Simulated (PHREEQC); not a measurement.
Make-up at 65 °C: 39 mmol/kgw BaCl2 and 43 mmol/kgw CdBr2. Closed to the air; pH follows from the charge balance.

Computed with PHREEQC (ion-association model, phreeqc.dat).

Problem. The ionic strength comes out as 0.170 mol/kgw. What activity coefficients do Cd+2, CdBr+, Br-, CdCl3-, CdOH+ get?

Solution. Cd+2 0.29, CdBr+ 0.74, Br- 0.69, CdCl3- 0.74, CdOH+ 0.74.

Precipitation was switched off in this run. Species that the database lacks are ignored. Away from 25 °C the constants follow the database's enthalpies or fits; those with neither stay at their 25 °C values.
